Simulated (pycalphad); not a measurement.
All values are pycalphad results on the COST 507 light-alloy database (1999) (1 atm), not direct measurements. The data set is of 1999 and partly superseded. Phase fractions are per mole of atoms.

Give the equilibrium state of Si-3.9Al (at.%) at 1100 K.


```
T = 1100.00 K, P = 101325 Pa, N = 1 mol of atoms
G = -35997 J/mol, H = 20854 J/mol, S = 51.68 J/(mol K)  (SER reference)
chemical potentials (J/mol): Si -35242, Al -54579
phase             fraction      x(Si)      x(Al)
DIAMOND_A4          0.9446     1.0000   1.74e-05
LIQUID              0.0554     0.2961     0.7039
```

Give the equilibrium state of Si-3.9Al (at.%) at 850 K.

DIAMOND_A4, fraction 0.960, with <0.01 Al at.%; FCC_A1, fraction 0.040, with 98.5 Al at.%.

FCC_A1 is fcc; DIAMOND_A4 is diamond (Si).
